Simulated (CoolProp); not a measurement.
The numbers come from the reference Helmholtz-energy equation of state, Wagner 2002 in CoolProp.

### Question
For water, give the phase and the cp (kJ/(kg K)), cv (kJ/(kg K)), speed of sound (m/s), expansivity (1/kK) at 746.6 K and 4.27 MPa; 746.6 K and 55.2 MPa.

### Answer
- 746.6 K and 4.27 MPa: gas; cp 2.31, cv 1.73, speed of sound 651, expansivity 1.56
- 746.6 K and 55.2 MPa: supercritical; cp 8.56, cv 2.80, speed of sound 586, expansivity 8.29
